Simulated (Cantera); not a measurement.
A diamond (100) surface in a fixed gas of H2 with x(CH4) = 0.012, x(H) = 0.00064, x(CH3) = 0.00018, at 1125 K; coverages are run to steady state.

Computed with Cantera and the Harris–Goodwin 1993 mechanism for the reconstructed diamond (100) surface.

One state of this run: growth (µm/h) = 1.12; θ c6HH = 0.504; θ c6H* = 0.0288; θ c6*H = 0.432; θ c6** = 0.0147; θ c6HM = 0.0126. θ: site fractions in the mechanism's names (c6HH fully hydrogenated, c6H* and c6*H radical sites, c6** diradical, c6HM methylated).

Problem. Which value of P (Pa) does it belong to?
A) 14000
B) 4500
C) 1400
D) 26000

Solution. B, 4500
